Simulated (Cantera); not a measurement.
An adiabatic, constant-pressure homogeneous reactor starts with CH₄ : O₂ : N₂ = 1 : 0.87 : 3.27 (molar parts), at 1350 K and 1000000 Pa.

Computed with Cantera and GRI-Mech 3.0 (53 species, 325 reactions).

Problem. Predict: time of steepest temperature rise; temperature at 0.200 s; equilibrium temperature; x(CH₄) at 0.200 s; x(O₂) at 0.200 s; x(NO) at 0.200 s.

Solution. 
| Quantity | Result |
|---|---|
| time of steepest temperature rise | 1.33 ms |
| temperature at 0.200 s | 2253 K |
| equilibrium temperature | 2253 K |
| x(CH₄) at 0.200 s | 1.34e-8 (gas-phase equilibrium 1.51e-8) |
| x(O₂) at 0.200 s | 6.08e-8 (gas-phase equilibrium 6.08e-8) |
| x(NO) at 0.200 s | 6.26e-6 (gas-phase equilibrium 6.24e-6) |
